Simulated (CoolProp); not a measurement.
Computed with CoolProp (reference Helmholtz-energy equation of state, Tillner-Roth 1997).

Give the vapour pressure (MPa), vapour density (kg/m³), surface tension (mN/m) of saturated CH2F2 (R32) at -25.95, 3.85 °C.


| T (°C) | p (MPa) | vapour density (kg/m³) | surface tension (mN/m) |
|---|---|---|---|
| -25.95 | 0.322 | 8.94 | 15.7 |
| 3.85 | 0.918 | 25.0 | 10.3 |

Surface tension comes from a separate correlation (Mulero 2012).
